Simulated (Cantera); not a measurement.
A closed system holds: 1 mol C2H2, 0.018 mol NH3, held at 75.0 Torr.

Method: chemical equilibrium by Gibbs-energy minimisation in Cantera with the NASA 1993 tables (ideal gas, pure condensed phases). Candidate condensed phases: C, C6H6, C7H8, C8H18; 92 gas species. Kinetics and transport are ignored.

log p: log10 of the partial pressure in bar; n: condensed amount in mol.

| T (K) | log p H2 | log p H | log p C2H2 (acetylene) | log p N2 | n C(graphite) |
|---|---|---|---|---|---|
| 1523 | -1.00 | -5.14 | -5.93 | -3.06 | 2.00 |
| 1723 | -1.00 | ? | ? | -3.07 | 2.00 |
| 1923 | -1.01 | -3.53 | -4.35 | -3.09 | 2.00 |
| 2123 | -1.01 | ? | ? | -3.12 | 1.99 |
| 2323 | -1.02 | -2.47 | -3.34 | -3.18 | 1.99 |
| 2523 | -1.05 | -2.08 | -2.97 | -3.27 | 1.97 |
| 2723 | -1.10 | -1.76 | -2.69 | -3.39 | 1.94 |
| 2923 | -1.19 | -1.50 | -2.50 | -3.55 | 1.90 |

Some entries are withheld; supply them.


- 2123, log p H: -2.95
- 2123, log p C2H2 (acetylene): -3.79
- 1723, log p H: -4.24
- 1723, log p C2H2 (acetylene): -5.05
